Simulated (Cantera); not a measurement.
An isothermal, constant-pressure homogeneous reactor starts with CH4 : H2O = 1 : 1.9 (molar parts), at 1300 K and 3900 Torr. Integrator tolerance rtol = 1e-08.

Model: GRI-Mech 3.0 (53 species, 325 reactions), integrated in Cantera.

**Question.** What does this change do: CH4 1 to 0.15 parts?

**Answer.** 
```tsv
quantity	before	after
x(CH4) at 20.0 s	0.240 (gas-phase equilibrium 0.000547)	0.0474 (gas-phase equilibrium 7.84e-7)
x(H2O) at 20.0 s	0.600 (gas-phase equilibrium 0.159)	0.890 (gas-phase equilibrium 0.704)
x(H2) at 20.0 s	0.115 (gas-phase equilibrium 0.637)	0.0477 (gas-phase equilibrium 0.232)
x(CH2O) at 20.0 s	5.73e-7 (gas-phase equilibrium 2.77e-7)	8.85e-7 (gas-phase equilibrium 1.32e-8)
x(OH) at 20.0 s	1.13e-8 (gas-phase equilibrium 1.27e-9)	2.42e-8 (gas-phase equilibrium 9.33e-9)
```

**Question.** What does this change do: temperature 1300 to 1425 K?

**Answer.** 
```json
[
 {"quantity": "x(CH4) at 20.0 s", "before": "0.240 (gas-phase equilibrium 0.000547)", "after": "0.163 (gas-phase equilibrium 8.61e-5)"},
 {"quantity": "x(H2O) at 20.0 s", "before": "0.600 (gas-phase equilibrium 0.159)", "after": "0.414 (gas-phase equilibrium 0.163)"},
 {"quantity": "x(H2) at 20.0 s", "before": "0.115 (gas-phase equilibrium 0.637)", "after": "0.323 (gas-phase equilibrium 0.633)"},
 {"quantity": "x(CH2O) at 20.0 s", "before": "5.73e-7 (gas-phase equilibrium 2.77e-7)", "after": "4.06e-7 (gas-phase equilibrium 2.71e-7)"},
 {"quantity": "x(OH) at 20.0 s", "before": "1.13e-8 (gas-phase equilibrium 1.27e-9)", "after": "4.77e-8 (gas-phase equilibrium 1.35e-8)"}
]
```
